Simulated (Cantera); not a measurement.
A closed system holds: 1 mol SiO2, a varied amount of CH4, 0.19 mol H2, at 2598 K and 1500 Pa.

Method: chemical equilibrium by Gibbs-energy minimisation in Cantera with the NASA 1993 tables (ideal gas, pure condensed phases). Candidate condensed phases: C, C6H6, C7H8, C8H18, H2O, Si, SiC, SiO2; 123 gas species. Gases not in the tables: Si2H6 and higher silanes. Rates play no part.

At 5.8 mol CH4, list the 4 most abundant gas species with their mole fractions, and the condensed phases.

H2 0.577, H 0.236, CO 0.119, Si 0.0409. Condensed: C(graphite).
